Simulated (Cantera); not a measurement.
A perfectly stirred reactor is fed with CH4 : H2 = 1 : 7.7 (molar parts), at 101000 Pa; it is held at 1650 K, and followed from long to short residence time.

Cantera simulation using GRI-Mech 3.0 (53 species, 325 reactions); the numbers are that mechanism's predictions, not measurements. GRI-Mech 3.0 stops at C3 and has no aromatics, soot or wall deposition, so with more carbon than oxygen in the feed, carbon stays in small species such as C2H2 where larger ones or solid carbon would form.

What does this change do: CH4 1 to 0.52 parts?


```tsv
quantity	before	after
x(CH4) at τ = 2.10 s	0.0388	0.0279
x(H2) at τ = 2.10 s	0.927	0.955
x(H) at τ = 2.10 s	8.61e-5	8.78e-5
x(C2H4) at τ = 2.10 s	0.00219	0.00109
x(CH2) at τ = 2.10 s	6.64e-9	4.68e-9
x(CH4) at τ = 8.90 ms	0.109	0.0612
x(H2) at τ = 8.90 ms	0.888	0.938
x(H) at τ = 8.90 ms	7.47e-5	8.07e-5
x(C2H4) at τ = 8.90 ms	0.000476	0.000160
x(CH2) at τ = 8.90 ms	1.46e-8	8.75e-9
```

What does this change do: temperature 1650 to 1425 K?


```
quantity                  before     after
----------------------  --------  --------
x(CH4) at τ = 2.10 s      0.0388     0.108
x(H2) at τ = 2.10 s        0.927     0.889
x(H) at τ = 2.10 s       8.61e-5   6.01e-6
x(C2H4) at τ = 2.10 s    0.00219   0.00124
x(CH2) at τ = 2.10 s     6.64e-9  7.37e-11
x(CH4) at τ = 8.90 ms      0.109     0.115
x(H2) at τ = 8.90 ms       0.888     0.885
x(H) at τ = 8.90 ms      7.47e-5   5.10e-6
x(C2H4) at τ = 8.90 ms  0.000476   2.06e-5
x(CH2) at τ = 8.90 ms    1.46e-8  5.68e-11
```
